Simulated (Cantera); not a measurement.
Charge: 1 mol Pb, 0.21 mol NH₃, 2.7 mol N₂, held at 625 °C and 11.3 Torr.

Method: chemical equilibrium by Gibbs-energy minimisation in Cantera with the NASA 1993 tables (ideal gas, pure condensed phases). Candidate condensed phases: Pb; 11 gas species. The numbers say what is thermodynamically allowed, not how fast it happens.

Base state: N₂ 0.899, H₂ 0.101, Pb 8.63e-5 (mole fractions); condensed: Pb(l).

Q: What changes in the equilibrium state with this change: temperature from 625 °C to 1750 °C?

A: 
```json
[
 {"species": "N₂", "before": "0.899", "after": "0.679"},
 {"species": "Pb", "before": "8.63e-5", "after": "0.242"},
 {"species": "H₂", "before": "0.101", "after": "0.0742"},
 {"species": "H", "before": "<1e-9", "after": "0.00423"},
 {"species": "Pb(l), mol", "before": "1.000", "after": "0"}
]
```
